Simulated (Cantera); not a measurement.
A freely propagating, adiabatic, planar premixed flame of CH4 : O2 : N2 = 1 : 2.17 : 8.17 (molar parts), unburnt at 373 K and 320000 Pa; multicomponent+Soret transport, grid criteria slope 0.08 and curve 0.16, no radiation.

Model: GRI-Mech 3.0 (53 species, 325 reactions), integrated in Cantera. Burning velocities carry a grid error of a few per cent, more on coarse grids.

**Question.** Predict: laminar burning velocity; thermal thickness; peak x(OH); peak x(C2H); peak x(H).

**Answer.** 
```
Property                     Result
------------------------  ---------
laminar burning velocity  31.8 cm/s
thermal thickness          0.194 mm
peak x(OH)                  0.00629
peak x(C2H)                 1.17e-7
peak x(H)                   0.00237
```
